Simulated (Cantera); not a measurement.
A perfectly stirred reactor is fed with CH4 : N2 = 1 : 1.1 (molar parts), at 0.0267 bar; it is held at 1900 K, and followed from long to short residence time.

Detailed kinetics in Cantera: GRI-Mech 3.0 (53 species, 325 reactions). GRI-Mech 3.0 stops at C3 and has no aromatics, soot or wall deposition, so with more carbon than oxygen in the feed, carbon stays in small species such as C2H2 where larger ones or solid carbon would form. Radical loss at walls, strong at low pressure, is not modelled.

Task: What does this change do: pressure from 0.0267 bar to 1.01 bar?

Result: 
| quantity | before | after |
|---|---|---|
| x(CH4) at τ = 1.80 s | 0.00884 | 0.00649 |
| x(C2H2) at τ = 1.80 s | 0.158 | 0.158 |
| x(H) at τ = 1.80 s | 0.00224 | 0.000544 |
| x(HCN) at τ = 1.80 s | 0.000178 | 6.95e-5 |
| x(C2H) at τ = 1.80 s | 9.74e-6 | 2.36e-6 |
| x(CH4) at τ = 57.0 ms | 0.0790 | 0.0303 |
| x(C2H2) at τ = 57.0 ms | 0.131 | 0.150 |
| x(H) at τ = 57.0 ms | 0.00116 | 0.000497 |
| x(HCN) at τ = 57.0 ms | 6.52e-6 | 6.81e-6 |
| x(C2H) at τ = 57.0 ms | 4.97e-6 | 2.15e-6 |

Task: What does this change do: temperature 1900 to 1498 K?

Result: 
```json
[
 {"quantity": "x(CH4) at τ = 1.80 s", "before": "0.00884", "after": "0.329"},
 {"quantity": "x(C2H2) at τ = 1.80 s", "before": "0.158", "after": "0.0462"},
 {"quantity": "x(H) at τ = 1.80 s", "before": "0.00224", "after": "1.20e-5"},
 {"quantity": "x(HCN) at τ = 1.80 s", "before": "0.000178", "after": "2.13e-9"},
 {"quantity": "x(C2H) at τ = 1.80 s", "before": "9.74e-6", "after": "7.03e-9"},
 {"quantity": "x(CH4) at τ = 57.0 ms", "before": "0.0790", "after": "0.472"},
 {"quantity": "x(C2H2) at τ = 57.0 ms", "before": "0.131", "after": "0.000195"},
 {"quantity": "x(H) at τ = 57.0 ms", "before": "0.00116", "after": "3.40e-7"},
 {"quantity": "x(HCN) at τ = 57.0 ms", "before": "6.52e-6", "after": "1.44e-12"},
 {"quantity": "x(C2H) at τ = 57.0 ms", "before": "4.97e-6", "after": "4.30e-11"}
]
```
